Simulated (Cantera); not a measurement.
A closed system holds: 1 mol CCl4, 0.016 mol CH4, held at 44.0 Pa.

These are equilibrium values from Cantera (NASA tables, ideal gas, pure condensed phases), not measurements of a reactor. Candidate condensed phases: C, C6H6, C7H8, C8H18; 103 gas species. Ions and electrons are included (thermal ionisation). The tables' values for CCl are old estimates; treat these amounts as uncertain. Kinetics and transport are ignored.

x: gas mole fraction; nothing condenses.

| T (K) | x Cl | x C | x C3 | x H | x C2 | x e- | x C+ |
|---|---|---|---|---|---|---|---|
| 3000 | 0.876 | 0.0475 | 0.0498 | 0.0137 | 0.0123 | … | 5.79e-8 |
| 3500 | 0.794 | 0.186 | 0.00139 | 0.0127 | 0.00566 | … | 2.84e-6 |
| 4000 | 0.788 | 0.199 | 5.34e-6 | 0.0126 | 0.000466 | … | 3.49e-5 |
| 4500 | 0.787 | 0.200 | 6.05e-8 | 0.0126 | 6.03e-5 | … | 0.000242 |
| 5000 | 0.786 | 0.199 | 1.64e-9 | 0.0126 | 1.16e-5 | … | 0.00114 |

Problem. Complete the blanks.

Solution. 
- 3000, x e-: 4.89e-8
- 3500, x e-: 2.88e-6
- 4000, x e-: 3.70e-5
- 4500, x e-: 0.000269
- 5000, x e-: 0.00134
